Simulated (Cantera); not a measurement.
CuO + H2 + H2O (hydrogen reduction and annealing atmospheres)

Charge: 1 mol CuO, 1.2 mol H2, 5.2 mol H2O, equilibrated at 952 °C and 750 Torr.

Equilibrium computed with Cantera from the NASA thermochemical tables; the gas is ideal and each condensed phase is pure. Candidate condensed phases: Cu, CuO, Cu(OH)2, Cu2O, H2O; 12 gas species. Rates play no part.

```
Property                                   Value
-------------------------------------  ---------
x(H2O)                                     0.969
x(H2)                                     0.0312
n(Cu(s))                                1.00 mol
gas amount                             6.400 mol
log10 activity of Cu(OH)2(s) (absent)      -7.66
```
